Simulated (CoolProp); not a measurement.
Benzene at several states: Z from the reference equation and from simpler models built on Tc = 288.9 °C, pc = 4906 kPa, ω = 0.211; each cubic takes its own stable root.

Model: reference Helmholtz-energy equation of state, Thol 2012, in CoolProp.

```csv
T (°C),p (kPa),phase,reference
243.55,17200,liquid,0.4772
53.85,761,liquid,0.02593
212.75,10.6,gas,0.9988
344.65,896,gas,0.9535
```

**Question.** How far does each simpler model (van der Waals, Redlich-Kwong, Soave-Redlich-Kwong, Peng-Robinson) lie from the reference over these 4 states: mean and median of the absolute difference, and the worst?

**Answer.** 
- van der Waals: mean 27.4 %, median 22.5 %, worst +64.4 % at 53.85 °C and 761 kPa
- Redlich-Kwong: mean 5.5 %, median 5.3 %, worst +11.5 % at 53.85 °C and 761 kPa
- Soave-Redlich-Kwong: mean 4.5 %, median 4.5 %, worst +9.2 % at 53.85 °C and 761 kPa
- Peng-Robinson: mean 1.7 %, median 1.7 %, worst -3.2 % at 53.85 °C and 761 kPa
